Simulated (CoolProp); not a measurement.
Vapour pressure (bar) of water: the reference equation beside estimates from Tc = 373.9 °C, pc = 220.6 bar, ω = 0.344.

Computed with CoolProp (reference Helmholtz-energy equation of state, Wagner 2002).

```tsv
T (°C)	reference	Lee-Kesler	Redlich-Kwong
57.25	0.1754	0.1417	0.6632
69.15	0.3007	0.2517	1.053
81.05	0.4947	0.4274	1.607
93.05	0.7871	0.6996	2.378
104.95	1.207	1.099	3.401
116.85	1.796	1.672	4.735
128.75	2.603	2.469	6.434
140.75	3.693	3.560	8.578
152.65	5.110	4.994	11.19
164.55	6.932	6.852	14.35
176.45	9.235	9.215	18.11
188.45	12.13	12.19	22.58
200.35	15.66	15.83	27.74
212.25	19.95	20.25	33.69
```

Absolute difference from the reference over all 14 rows, mean and median: Lee-Kesler 6.5 and 4.4 %, Redlich-Kwong 152.5 and 139.7 %.
